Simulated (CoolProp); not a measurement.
2000 sccm (0 °C, 1 atm) of nitrogen bubbles through liquid n-hexane at 303.9 K and leaves saturated at a total pressure of 0.15 MPa (ideal gas phase). Each further row changes one setting.

Model: reference Helmholtz-energy equation of state, Thol 2019, in CoolProp.

| case | vapour pressure (kPa) | mole fraction of vapour | delivery (mg/min) | delivery (sccm) | change of delivery for a bath 1 K warmer (%) |
|---|---|---|---|---|---|
| as stated | 25.7 | 0.172 | (withheld) | (withheld) | (withheld) |
| bath temperature 308.9 K | 31.5 | 0.210 | (withheld) | 533 | 5.2 |
| total pressure 0.3 MPa | 25.7 | 0.0858 | 722 | (withheld) | 4.6 |

Question: Complete the blanks.

Answer: 
- as stated, delivery (mg/min): 1590
- as stated, delivery (sccm): 414
- as stated, change of delivery for a bath 1 K warmer (%): 5.1
- bath temperature 308.9 K, delivery (mg/min): 2050
- total pressure 0.3 MPa, delivery (sccm): 188
